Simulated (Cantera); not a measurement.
Charge: 1 mol Cr, 6 mol N2O, held at 120000 Pa.

Equilibrium computed with Cantera from the NASA thermochemical tables; the gas is ideal and each condensed phase is pure. Candidate condensed phases: Cr, CrN, Cr2N, Cr2O3; 14 gas species. The numbers say what is thermodynamically allowed, not how fast it happens.

Which condensed phases are stable at each of these points (T (K)): 1848, 1948, 2048, 2148, 2248, 2348, 2448, 2548, 2648, 2748?


```
T (K)  condensed phases  Cr condensed (%)
-----  ----------------  ----------------
1848           Cr2O3(s)             100.0
1948           Cr2O3(s)             100.0
2048           Cr2O3(s)              99.9
2148           Cr2O3(s)              99.8
2248           Cr2O3(s)              99.6
2348           Cr2O3(s)              98.9
2448           Cr2O3(s)              97.3
2548           Cr2O3(s)              93.7
2648           Cr2O3(l)              86.7
2748           Cr2O3(l)              74.4
```

From 1848 K to 2548 K the condensed part is Cr2O3(s). From 2648 K to 2748 K the condensed part is Cr2O3(l).
